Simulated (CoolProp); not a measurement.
Vapour-liquid equilibrium of ethylbenzene (1) + p-xylene (2) at 0.0846 bar; x and y are mole fractions of (1).

Values from CoolProp's multi-fluid Helmholtz-energy mixture model, Zhou 2012 and Zhou 2012; pair parameters Bell 2016.

```tsv
x	bubble temperature, mixture model (°C)	bubble temperature, Raoult's law (°C)	y, mixture model	y, Raoult's law
0.05	64.7	64.7	0.055	0.054
0.2	64.3	64.5	0.215	0.212
0.35	64.0	64.2	0.368	0.367
0.5	63.8	63.9	0.517	0.519
0.65	63.6	63.7	0.664	0.667
0.8	63.4	63.4	0.809	0.812
0.95	63.2	63.2	0.953	0.953
```

The largest gap from Raoult's law is -0.2 K in bubble temperature, at x = 0.35. No azeotrope shows between x = 0.05 and 0.95.

Pair parameters are fitted to limited data, so mixtures are less certain than the pure fluids.
